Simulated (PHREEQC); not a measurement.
Solution (20 °C): 17 mmol/kgw ZnSO4, 0.054 mmol/kgw Na2SO4 and 12 mmol/kgw FeSO4. Closed to the air; pH follows from the charge balance.

The numbers come from PHREEQC with the ion-association model, phreeqc.dat.

No solid was allowed to form.

Question: What pH, ionic strength does the model give?

Answer: pH 5.81; ionic strength 0.0710 mol/kgw.

Question: In which forms is Zn present?

Answer: Zn+2 57 %, ZnSO4 38 %, Zn(SO4)2-2 5.5 % of the Zn.

Species that the database lacks are ignored.
